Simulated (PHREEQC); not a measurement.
# Sulfide liquor

A solution holds 0.87 mmol/kgw H2S, 0.28 mmol/kgw HCl and 11 mmol/kgw ZnCl2, at 80 °C. Closed to the air; pH follows from the charge balance.

The numbers come from PHREEQC with the ion-association model, phreeqc.dat.

This is a speciation only: nothing precipitates in the calculation.

Task: What pH does the model give?

Result: pH 3.02.

Task: In which forms is S present?

Result: Zn(HS)2 96 %, H2S 4.0 % of the S.

Examples of supersaturated solids here: Sphalerite (slow to form). Others may be too. Species that the database lacks are ignored. At this temperature some constants are extrapolated from 25 °C, and those without enthalpy data are left unchanged.
